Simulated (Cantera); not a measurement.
A perfectly stirred reactor is fed with NO : N₂ = 1 : 0.34 (molar parts), at 1330 Pa; it is held at 2050 K, and followed from long to short residence time.

Model: GRI-Mech 3.0 (53 species, 325 reactions), integrated in Cantera. Radical loss at walls, strong at low pressure, is not modelled.

Task: What does this change do: NO 1 to 6.6 parts?

Result: 
```
quantity                 before     after
---------------------  --------  --------
x(NO) at τ = 1.70 s       0.593     0.727
x(O) at τ = 1.70 s      0.00261   0.00313
x(N₂) at τ = 1.70 s       0.329     0.160
x(N₂O) at τ = 1.70 s    8.99e-5  0.000124
x(NO₂) at τ = 1.70 s    6.15e-5   9.10e-5
x(NO) at τ = 21.0 ms      0.745     0.950
x(O) at τ = 21.0 ms    0.000326  0.000487
x(N₂) at τ = 21.0 ms      0.254    0.0494
x(N₂O) at τ = 21.0 ms  0.000125  0.000198
x(NO₂) at τ = 21.0 ms   7.82e-6   1.35e-5
```

Task: What does this change do: pressure from 1330 Pa to 92000 Pa?

Result: 
| quantity | before | after |
|---|---|---|
| x(NO) at τ = 1.70 s | 0.593 | 0.169 |
| x(O) at τ = 1.70 s | 0.00261 | 0.000552 |
| x(N₂) at τ = 1.70 s | 0.329 | 0.542 |
| x(N₂O) at τ = 1.70 s | 8.99e-5 | 1.23e-5 |
| x(NO₂) at τ = 1.70 s | 6.15e-5 | 0.000301 |
| x(NO) at τ = 21.0 ms | 0.745 | 0.705 |
| x(O) at τ = 21.0 ms | 0.000326 | 0.000193 |
| x(N₂) at τ = 21.0 ms | 0.254 | 0.274 |
| x(N₂O) at τ = 21.0 ms | 0.000125 | 0.000230 |
| x(NO₂) at τ = 21.0 ms | 7.82e-6 | 0.000408 |

Task: What does this change do: temperature 2050 to 1873 K?

Result: 
```csv
quantity,before,after
x(NO) at τ = 1.70 s,0.593,0.728
x(O) at τ = 1.70 s,0.00261,0.000358
x(N₂) at τ = 1.70 s,0.329,0.263
x(N₂O) at τ = 1.70 s,8.99e-5,0.000169
x(NO₂) at τ = 1.70 s,6.15e-5,3.79e-5
x(NO) at τ = 21.0 ms,0.745,0.746
x(O) at τ = 21.0 ms,0.000326,6.81e-5
x(N₂) at τ = 21.0 ms,0.254,0.254
x(N₂O) at τ = 21.0 ms,0.000125,5.21e-5
x(NO₂) at τ = 21.0 ms,7.82e-6,6.73e-6
```
